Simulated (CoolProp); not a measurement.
Hydrogen chloride along the isotherm 232.3 K: fugacity coefficient from the reference equation and from simpler models built on Tc = 324.7 K, pc = 8.314 MPa, ω = 0.130; each cubic takes its own stable root.

Model: reference Helmholtz-energy equation of state, Thol 2018, in CoolProp.

| p (MPa) | phase | reference |
|---|---|---|
| 0.779 | liquid | 0.8591 |
| 1.56 | liquid | 0.4350 |
| 2.34 | liquid | 0.2940 |
| 3.12 | liquid | 0.2236 |
| 3.9 | liquid | 0.1813 |
| 4.68 | liquid | 0.1532 |
| 5.46 | liquid | 0.1331 |
| 6.24 | liquid | 0.1181 |
| 7.01 | liquid | 0.1065 |
| 7.79 | liquid | 0.09718 |
| 8.57 | liquid | 0.08954 |
| 9.35 | liquid | 0.08319 |
| 10.1 | liquid | 0.07802 |
| 10.9 | liquid | 0.07331 |
| 11.7 | liquid | 0.06925 |
| 12.5 | liquid | 0.06572 |

Problem. How far does each simpler model (van der Waals, Redlich-Kwong, Soave-Redlich-Kwong, Peng-Robinson) lie from the reference over these 16 states: mean and median of the absolute difference, and the worst?

Solution. 
- van der Waals: mean 137.2 %, median 146.6 %, worst +163.7 % at 232.3 K and 12.5 MPa
- Redlich-Kwong: mean 19.6 %, median 20.3 %, worst +22.3 % at 232.3 K and 12.5 MPa
- Soave-Redlich-Kwong: mean 4.0 %, median 4.0 %, worst +5.5 % at 232.3 K and 12.5 MPa
- Peng-Robinson: mean 1.8 %, median 1.8 %, worst +2.0 % at 232.3 K and 12.5 MPa

At some of these states van der Waals, Redlich-Kwong gives the other phase, because its saturation line lies elsewhere.
